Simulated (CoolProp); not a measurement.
A simple Rankine cycle with water: condensing at 297.15 K, boiler at 0.131 MPa, turbine inlet 420.6 K, turbine efficiency 0.8, pump efficiency 0.8, no recuperator. Each further row changes one setting.

The numbers come from the reference Helmholtz-energy equation of state, Wagner 2002 in CoolProp.

```
case                             thermal efficiency (%)  net work (kJ/kg)  heat in (kJ/kg)  turbine exit temperature (K)  volume ratio over the turbine
-------------------------------  ----------------------  ----------------  ---------------  ----------------------------  -----------------------------
as stated                                          16.6               442             2670                         297.1                           28.5
turbine inlet 440.6 K                                 ?               452             2710                         297.1                           27.5
condensing temperature 289.15 K                    18.1                 ?             2700                         289.1                              ?
boiler pressure 0.0917 MPa                         15.1               404             2670                         297.1                           20.3
turbine efficiency 0.7                             14.5                 ?             2670                         297.1                           29.2
```

What belongs in the gaps?


- turbine inlet 440.6 K, thermal efficiency (%): 16.7
- condensing temperature 289.15 K, net work (kJ/kg): 488
- condensing temperature 289.15 K, volume ratio over the turbine: 45.0
- turbine efficiency 0.7, net work (kJ/kg): 387

The expansion ends wet for: as stated; turbine inlet 440.6 K; condensing temperature 289.15 K; boiler pressure 0.0917 MPa; turbine efficiency 0.7.
